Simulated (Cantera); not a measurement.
**Ammonia decomposition in nitride growth gas**

An isothermal, constant-pressure homogeneous reactor starts with 12.3 % NH3, 87.7 % N2, at 2273 K and 0.570 bar.

Model: the gas-phase N/H chemistry of the illustrative SiF4/NH3 mechanism in the Surface Chemkin manual (1991), integrated in Cantera. Walls and surfaces, which speed up NH3 decomposition in real reactors, are not modelled.

```json
[
 {"t (s)": "5.00e-5", "x NH3": "0.122", "x NH2": "0.000916", "x N2": "0.876", "x N2H4": "3.18e-8", "x H": "6.70e-6"},
 {"t (s)": "0.000136", "x NH3": "0.120", "x NH2": "0.00154", "x N2": "0.875", "x N2H4": "9.04e-8", "x H": "1.95e-5"},
 {"t (s)": "0.000370", "x NH3": "0.115", "x NH2": "0.00141", "x N2": "0.874", "x N2H4": "7.55e-8", "x H": "4.70e-5"},
 {"t (s)": "0.00100", "x NH3": "0.102", "x NH2": "0.00110", "x N2": "0.869", "x N2H4": "4.57e-8", "x H": "0.000102"},
 {"t (s)": "0.00273", "x NH3": "0.0739", "x NH2": "0.000768", "x N2": "0.860", "x N2H4": "2.24e-8", "x H": "0.000222"},
 {"t (s)": "0.00743", "x NH3": "0.0320", "x NH2": "0.000401", "x N2": "0.846", "x N2H4": "6.10e-9", "x H": "0.000488"},
 {"t (s)": "0.0202", "x NH3": "0.00353", "x NH2": "8.52e-5", "x N2": "0.836", "x N2H4": "2.76e-10", "x H": "0.00123"},
 {"t (s)": "0.0549", "x NH3": "2.27e-5", "x NH2": "1.79e-6", "x N2": "0.833", "x N2H4": "<1e-12", "x H": "0.00406"},
 {"t (s)": "0.149", "x NH3": "2.22e-6", "x NH2": "1.94e-7", "x N2": "0.833", "x N2H4": "<1e-12", "x H": "0.00451"},
 {"t (s)": "0.406", "x NH3": "7.25e-7", "x NH2": "6.35e-8", "x N2": "0.833", "x N2H4": "<1e-12", "x H": "0.00451"},
 {"t (s)": "1.10", "x NH3": "4.71e-7", "x NH2": "4.12e-8", "x N2": "0.833", "x N2H4": "<1e-12", "x H": "0.00451"},
 {"t (s)": "3.00", "x NH3": "4.60e-7", "x NH2": "4.03e-8", "x N2": "0.833", "x N2H4": "<1e-12", "x H": "0.00451"}
]
```
x: mole fraction; the columns are a selection and need not sum to one.

Equilibrium at this temperature and pressure: NH3 4.60e-7, NH2 4.03e-8, N2 0.833, N2H4 <1e-12, H 0.00451 (gas phase only).
